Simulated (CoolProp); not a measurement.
Values from CoolProp's reference Helmholtz-energy equation of state, Fiedler 2023.

Task: Give the vapour pressure (bar), liquid density (kg/m³), enthalpy of vaporisation (kJ/kg) of saturated tetrahydrofuran at 375.1, 419.5 K.

Result: 
```tsv
T (K)	p (bar)	liquid density (kg/m³)	enthalpy of vaporisation (kJ/kg)
375.1	2.86	792	388
419.5	7.84	734	347
```
